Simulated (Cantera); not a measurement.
# Moist CO burnout

An isothermal, constant-pressure homogeneous reactor starts with 0.705 % CO, 2.63 % O₂, 2.72 % H₂O, 93.9 % N₂, equivalence ratio 0.13, at 1098 K and 1.00 bar.

Detailed kinetics in Cantera: GRI-Mech 3.0 (53 species, 325 reactions).

| t (s) | x CO | x O₂ | x H₂O | x OH | x NO₂ | x H₂ | x H |
|---|---|---|---|---|---|---|---|
| 8.00e-6 | 0.00705 | 0.0263 | 0.0272 | <1e-12 | <1e-12 | <1e-12 | <1e-12 |
| 6.00e-5 | 0.00705 | 0.0263 | 0.0272 | 1.00e-11 | <1e-12 | <1e-12 | 2.26e-12 |
| 0.000450 | 0.00705 | 0.0263 | 0.0272 | 3.03e-10 | <1e-12 | 4.02e-11 | 1.10e-10 |
| 0.00337 | 0.00704 | 0.0263 | 0.0272 | 7.52e-7 | <1e-12 | 2.83e-7 | 2.77e-7 |
| 0.0253 | 0.00157 | 0.0236 | 0.0273 | 1.93e-5 | 2.20e-10 | 2.63e-5 | 2.58e-6 |
| 0.190 | 4.16e-5 | 0.0229 | 0.0273 | 4.34e-6 | 9.22e-10 | 5.36e-7 | 1.61e-8 |
| 1.42 | 2.73e-7 | 0.0229 | 0.0273 | 7.21e-7 | 1.72e-10 | 4.82e-9 | 2.55e-11 |
| 10.7 | 1.39e-10 | 0.0229 | 0.0273 | 2.50e-7 | 6.23e-11 | 2.92e-10 | <1e-12 |
| 80.0 | 6.03e-11 | 0.0229 | 0.0273 | 2.02e-7 | 7.74e-11 | 2.31e-10 | <1e-12 |
x: mole fraction; the columns are a selection and need not sum to one.

Equilibrium at this temperature and pressure: CO 5.95e-11, O₂ 0.0228, H₂O 0.0273, OH 1.98e-7, NO₂ 2.88e-7, H₂ 2.28e-10, H <1e-12 (gas phase only).
